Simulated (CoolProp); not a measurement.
Vapour-liquid equilibrium of ethylene (1) + isobutane (2) at 197.2 K; x and y are mole fractions of (1).

Model: multi-fluid Helmholtz-energy mixture model, Smukala 2000 and Bücker 2006; pair parameters Bell 2016, in CoolProp.

Problem. Give the bubble pressure and the first vapour's composition at x = 0.05, 0.65, 0.8. Is there an azeotrope?

Solution. x = 0.05: 19.24 kPa, y = 0.845; x = 0.65: 253.8 kPa, y = 0.995; x = 0.8: 318.4 kPa, y = 0.998. No azeotrope shows between x = 0.05 and 0.95.

The pair parameters rest on a limited set of measurements; away from them the model extrapolates.
